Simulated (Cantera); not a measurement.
Predominance diagram of V at 1075 K against the partial pressures of O2 and N2 (log10, bar). Standard-state values (1 bar) from the NASA 1993 polynomials, evaluated with Cantera. Candidates: V(s), VN(s), VO(s), V2O3(s), V2O4(s), V2O5(l). Only these pure phases compete in this equilibrium. VN, VO: taken at fixed stoichiometry. Not in the tables: V3O5 to V6O13, V2N.

```
log p(N2) \ log p(O2)
        columns: -19, -17.7, -16.5, -15.2, -13.9, -12.7, -11.4, -10.1, -8.9, -7.6, -6.3, -5.1, -3.8, -2.5, -1.3, 0
      0  A A A A A A B B B B B B B C C C
   -1.3  A A A A A A B B B B B B B C C C
   -2.6  A A A A A A B B B B B B B C C C
   -3.9  A A A A A A B B B B B B B C C C
   -5.2  A A A A A A B B B B B B B C C C
   -6.5  A A A A A A B B B B B B B C C C
   -7.8  A A A A A A B B B B B B B C C C
   -9.2  A A A A A A B B B B B B B C C C
  -10.5  A A A A A A B B B B B B B C C C
  -11.8  A A A A A A B B B B B B B C C C
  -13.1  A A A A A A B B B B B B B C C C
  -14.4  A A A A A A B B B B B B B C C C
  -15.7  A A A A A A B B B B B B B C C C
    -17  A A A A A A B B B B B B B C C C
```

A: V2O3(s); B: V2O4(s); C: V2O5(l).
